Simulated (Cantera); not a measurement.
# SiHCl3 + NH3 + N2 (silicon nitride deposition)

Charge: 1 mol SiHCl3, 0.31 mol NH3, a varied amount of N2, equilibrated at 1075 K and 16.0 mbar.

Equilibrium computed with Cantera from the NASA thermochemical tables; the gas is ideal and each condensed phase is pure. Candidate condensed phases: NH4Cl, Si, Si3N4; 28 gas species. The tables' values for SiCl3 are old estimates; treat these amounts as uncertain. Kinetics and transport are ignored.

```csv
n(N2) (mol),log p N2,log p HCl,log p SiCl4,log p H2,n Si3N4(s)
1.7,-2.17,-2.26,-2.69,-2.78,0.183
3,-2.03,-2.37,-2.85,-2.96,0.189
4.3,-1.97,-2.46,-2.96,-3.10,0.193
5.5,-1.94,-2.53,-3.05,-3.20,0.196
6.8,-1.91,-2.59,-3.13,-3.30,0.199
8.1,-1.90,-2.64,-3.20,-3.38,0.201
9.4,-1.88,-2.69,-3.25,-3.45,0.202
11,-1.87,-2.74,-3.32,-3.52,0.204
12,-1.87,-2.77,-3.35,-3.57,0.205
13,-1.86,-2.80,-3.39,-3.61,0.206
14,-1.86,-2.83,-3.42,-3.64,0.206
16,-1.85,-2.87,-3.47,-3.71,0.208
17,-1.85,-2.89,-3.50,-3.74,0.208
```
log p: log10 of the partial pressure in bar; n: condensed amount in mol.

From 1.7 mol N2 to 17 mol N2 the condensed part is Si3N4(s). The main Si-bearing gas is SiCl4 throughout. The share of Si in condensed phases is highest at 17 mol N2 (62.5 %) and lowest at 1.7 mol N2 (54.9 %).
